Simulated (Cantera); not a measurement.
Input (Python, Cantera) and output of one run.

```python
import numpy as np
import cantera as ct

gas_names = [...]  # 77 gases of nasa_gas.yaml made of C, H, Ti
cond_names = """
    C(gr) C6H6(L) C7H8(L) C8H18(L),n-octa Ti(a) Ti(b) Ti(L) TiC(s) TiC(L)
""".split()


# ... load() reads the species with a 1 bar reference pressure and builds the phases ...
atoms = {
    'TiC': {'Ti': 1, 'C': 1},
    'C': {'C': 1},
    'H2': {'H': 2},
}
top_T = {'C(gr)': 4500}  # K; cautious upper limits of use, not melting points


# ... equilibrate(T, P, feed) seeds the gas with the atoms and calls Mixture.equilibrate('TP', solver="vcs", rtol=1e-11, max_steps=5000) ...
results = []
feed = {'TiC': 1, 'C': 0.0059, 'H2': 0.17}  # mol
P = 34000  # Pa
for T in [2098, 2123, 2148, 2173, 2198, 2223, 2248, 2273, 2298, 2323, 2348, 2373, 2398, 2423]:
    mix = equilibrate(T, P, feed)
    results.append((T, P, feed, dict(zip(mix.species_names, mix.species_moles))))

top = {s: max(r[3][s] / sum(r[3][g] for g in gas_names) for r in results) for s in gas_names}
cols = sorted((s for s in top if top[s] > 0.0001), key=lambda s: -top[s])[:9]
seen = [c for c in cond_names if any(r[3].get(c, 0) > 1e-12 for r in results)]
print("log10 of partial pressures in bar; condensed amounts in mol")
print(f"{'T/K':>10s}" + "".join(f"{s[:9]:>10s}" for s in cols + seen))
for T, P, feed, n in results:
    ng = sum(n[g] for g in gas_names)
    print(f"{T:10.4g}" + "".join(f"{np.log10(max(n[s] / ng * P / 1e5, 1e-99)):10.3f}" for s in cols)
          + "".join(f"{n.get(c, 0):10.4g}" for c in seen))
```

Output:

```
log10 of partial pressures in bar; condensed amounts in mol
       T/K        H2         H C2H2,acet       CH4     C(gr)    TiC(s)
      2098    -0.471    -2.748    -3.317    -4.423  0.005394         1
      2123    -0.472    -2.681    -3.253    -4.449  0.005318         1
      2148    -0.473    -2.616    -3.190    -4.475  0.005231         1
      2173    -0.473    -2.553    -3.129    -4.501  0.005134         1
      2198    -0.474    -2.491    -3.070    -4.526  0.005024         1
      2223    -0.475    -2.431    -3.012    -4.551  0.004901         1
      2248    -0.475    -2.372    -2.955    -4.575  0.004763         1
      2273    -0.476    -2.314    -2.900    -4.599   0.00461         1
      2298    -0.478    -2.258    -2.846    -4.623   0.00444         1
      2323    -0.479    -2.202    -2.794    -4.646  0.004252         1
      2348    -0.480    -2.148    -2.743    -4.669  0.004044         1
      2373    -0.482    -2.096    -2.693    -4.692  0.003816         1
      2398    -0.483    -2.044    -2.644    -4.715  0.003565         1
      2423    -0.485    -1.994    -2.596    -4.738   0.00329         1
```

Equilibrium computed with Cantera from the NASA thermochemical tables; the gas is ideal and each condensed phase is pure. TiC: taken at fixed stoichiometry.
